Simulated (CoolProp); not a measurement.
Tetrahydrofuran along the isobar 0.673 MPa: Z from the reference equation and from simpler models built on Tc = 540.2 K, pc = 5.304 MPa, ω = 0.234; each cubic takes its own stable root.

Model: reference Helmholtz-energy equation of state, Fiedler 2023, in CoolProp.

| T (K) | phase | reference |
|---|---|---|
| 403.2 | liquid | 0.01914 |
| 414.3 | gas | 0.8894 |
| 425.4 | gas | 0.8991 |
| 436.5 | gas | 0.9078 |
| 447.6 | gas | 0.9154 |
| 458.7 | gas | 0.9222 |
| 469.8 | gas | 0.9283 |
| 480.9 | gas | 0.9338 |
| 491.9 | gas | 0.9387 |
| 503 | gas | 0.9432 |
| 514.1 | gas | 0.9473 |
| 525.2 | gas | 0.9510 |
| 536.3 | gas | 0.9544 |
| 547.4 | gas | 0.9575 |

### Question
How far does each simpler model (van der Waals, Peng-Robinson) lie from the reference over these 14 states: mean and median of the absolute difference, and the worst?

### Answer
- van der Waals: mean 337.5 %, median 1.6 %, worst +4702.0 % at 403.2 K and 0.673 MPa
- Peng-Robinson: mean 0.8 %, median 0.5 %, worst -4.1 % at 403.2 K and 0.673 MPa

At some of these states van der Waals gives the other phase, because its saturation line lies elsewhere.
